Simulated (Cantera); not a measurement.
A freely propagating, adiabatic, planar premixed flame of H2 : O2 : N2 = 1 : 0.893 : 3.36 (molar parts), unburnt at 675 K and 1.01 bar; mixture-averaged transport, grid criteria slope 0.08 and curve 0.16, no radiation.

Model: the H2/O2 subset of GRI-Mech 3.0, which has no nitrogen chemistry, integrated in Cantera. Burning velocities carry a grid error of a few per cent, more on coarse grids. Lean hydrogen flames are cellular in practice and burn faster than this planar one.

Problem. Predict: laminar burning velocity; thermal thickness; peak x(OH); peak x(H2O2); peak x(H).

Solution. 
```json
{
  "laminar_burning_velocity": "544 cm/s",
  "thermal_thickness": "0.445 mm",
  "peak x(OH)": "0.0119",
  "peak x(H2O2)": "1.24e-5",
  "peak x(H)": "0.0221"
}
```
